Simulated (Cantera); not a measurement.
Charge: 1 mol MgCO3, 0.37 mol SO2, 0.64 mol CO2, equilibrated at 452 °C and 2.10 bar.

These are equilibrium values from Cantera (NASA tables, ideal gas, pure condensed phases), not measurements of a reactor. Candidate condensed phases: C, Mg, MgCO3, MgO, MgS, MgSO4, S; 26 gas species. Gases not in the tables: S3 to S7. Equilibrium is a limit: real reactors are often held back by kinetics, nucleation or transport.

Base state: CO2 0.971, SO2 0.0125, S2 0.00888, S8 0.00607, COS 0.00163, S2O 0.000272, CO 4.38e-5 (mole fractions); condensed: MgO(s) + MgSO4(s).

Question: What changes in the equilibrium state with this change: temperature from 452 °C to 727 °C?

Answer: 
```csv
species,before,after
CO2,0.971,0.816
SO2,0.0125,0.184
CO,4.38e-5,6.80e-6
S2,0.00888,<1e-9
S8,0.00607,<1e-9
COS,0.00163,<1e-9
S2O,0.000272,<1e-9
"MgO(s), mol",0.767,1.000
"MgSO4(s), mol",0.233,0
```
